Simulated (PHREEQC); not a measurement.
A solution holds 0.0043 mol/kgw CuSO4 and 0.00037 mol/kgw HNO3, at 25 °C. Closed to the air; pH follows from the charge balance.

Equilibrium calculation in PHREEQC: ion-association model, wateq4f.dat.

This is a speciation only: nothing precipitates in the calculation.

Q: Order these S species by the share of S that they hold, largest first: SO4-2, HSO4-, CuSO4.

A: SO4-2 (77 %), CuSO4 (21 %), HSO4- (1.5 %)

The pH is 3.56 and the ionic strength 0.0138 mol/kgw.
